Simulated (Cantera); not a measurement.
Gas mixture: CH4 : NH3 = 0.33 : 0.36 (molar parts), at 900000 Pa, frozen composition.

Cantera's kinetic-theory transport with the Lennard-Jones parameters of GRI-Mech 3.0, ideal gas; thermal conductivity in the multicomponent form. Polar gases are described roughly by these parameters. The composition is frozen, though it would react at the higher temperatures.

One state of this run: ρ (kg/m³) = 2.11; cp (J/kg/K) = 3576; μ (µPa s) = 27.0; λ (mW/m/K) = 135; Pr = 0.716; D (cm²/s) N2 = 0.160; D (cm²/s) H2O = 0.182; D (cm²/s) H2 = 0.520. D: mixture-averaged diffusion coefficient of that species in the mixture.

Question: Which value of T (K) does it belong to?
(A) 850
(B) 1450
(C) 1600
(D) 550

Answer: A, 850
